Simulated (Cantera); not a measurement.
Cantera run, input and output.

```python
import numpy as np
import cantera as ct

gas = ct.Solution("gri30.yaml")
gas.TPX = 1450, 120000, {'C2H4': 1, 'O2': 1.67, 'N2': 6.27, 'H2O': 0.93}
reactor = ct.IdealGasConstPressureReactor(gas, energy="on", clone=False)
net = ct.ReactorNet([reactor])
net.rtol, net.atol = 1e-08, 1e-16
show = ['C2H4', 'O2', 'H2O', 'HCN', 'NO2', 'HO2', 'CH2']
times = np.geomspace(2e-06, 4, 15)

steps = ct.SolutionArray(gas, extra=["t"])
rows = []
print(f"{'t/s':>10s}{'T/K':>9s}{'P/Pa':>11s}" + "".join(f"{s:>11s}" for s in show))
for t in times:
    while net.time < t:
        t_next = net.step()
        steps.append(gas.state, t=t_next)
    rows.append([np.interp(t, steps.t, y) for y in (steps.T, steps.P, *steps(*show).X.T)])
    print(f"{t:10.3e}{rows[-1][0]:9.1f}{rows[-1][1]:11.4g}" + "".join(f"{x:11.3e}" for x in rows[-1][2:]))
rate = np.gradient(steps.T, steps.t)
print("integrator steps:", len(steps.t))
if steps.T.max() > steps.T[0] + 200:
    print(f"time of steepest temperature rise: {steps.t[rate.argmax()]:.4e} s")
gas.TPX = 1450, 120000, {'C2H4': 1, 'O2': 1.67, 'N2': 6.27, 'H2O': 0.93}
gas.equilibrate("HP")
print(f"equilibrium (HP): T = {gas.T:.1f} K  " + "  ".join(f"{s} {gas[s].X[0]:.3e}" for s in show))
```

Output:

```
       t/s      T/K       P/Pa       C2H4         O2        H2O        HCN        NO2        HO2        CH2
 2.000e-06   1450.0    1.2e+05  1.013e-01  1.692e-01  9.422e-02  6.319e-19  8.665e-25  1.088e-08  4.892e-14
 5.638e-06   1450.0    1.2e+05  1.013e-01  1.692e-01  9.422e-02  1.359e-17  3.059e-22  1.637e-07  1.087e-12
 1.589e-05   1450.2    1.2e+05  1.012e-01  1.690e-01  9.424e-02  1.136e-14  6.909e-17  5.291e-05  4.047e-09
 4.480e-05   2656.7    1.2e+05  2.845e-09  7.807e-04  1.571e-01  6.356e-05  5.970e-09  4.333e-07  2.346e-06
 1.263e-04   2670.2    1.2e+05  1.452e-19  5.574e-04  1.550e-01  7.896e-08  9.998e-09  3.474e-07  1.173e-12
 3.560e-04   2681.7    1.2e+05  1.801e-19  4.833e-04  1.558e-01  1.555e-08  1.339e-08  3.089e-07  1.248e-12
 1.003e-03   2684.5    1.2e+05  2.009e-19  4.549e-04  1.560e-01  2.444e-08  2.120e-08  2.932e-07  1.302e-12
 2.828e-03   2682.6    1.2e+05  2.060e-19  4.441e-04  1.558e-01  3.791e-08  3.504e-08  2.865e-07  1.306e-12
 7.973e-03   2681.4    1.2e+05  2.090e-19  4.377e-04  1.557e-01  4.631e-08  4.363e-08  2.825e-07  1.307e-12
 2.247e-02   2681.3    1.2e+05  2.091e-19  4.373e-04  1.556e-01  4.679e-08  4.413e-08  2.823e-07  1.307e-12
 6.335e-02   2681.3    1.2e+05  2.091e-19  4.373e-04  1.556e-01  4.679e-08  4.413e-08  2.823e-07  1.307e-12
 1.786e-01   2681.3    1.2e+05  2.091e-19  4.373e-04  1.556e-01  4.679e-08  4.413e-08  2.823e-07  1.307e-12
 5.034e-01   2681.3    1.2e+05  2.091e-19  4.373e-04  1.556e-01  4.679e-08  4.413e-08  2.823e-07  1.307e-12
 1.419e+00   2681.3    1.2e+05  2.091e-19  4.373e-04  1.556e-01  4.679e-08  4.413e-08  2.823e-07  1.307e-12
 4.000e+00   2681.3    1.2e+05  2.091e-19  4.373e-04  1.556e-01  4.679e-08  4.413e-08  2.823e-07  1.307e-12
integrator steps: 1574
time of steepest temperature rise: 3.1989e-05 s
equilibrium (HP): T = 2681.3 K  C2H4 2.253e-19  O2 4.373e-04  H2O 1.556e-01  HCN 4.679e-08  NO2 4.413e-08  HO2 2.823e-07  CH2 1.385e-12
```

Cantera simulation using GRI-Mech 3.0 (53 species, 325 reactions); the numbers are that mechanism's predictions, not measurements. GRI-Mech 3.0 was tuned for natural gas; its chemistry of ethylene as a main component is partial and can be far from experiment.
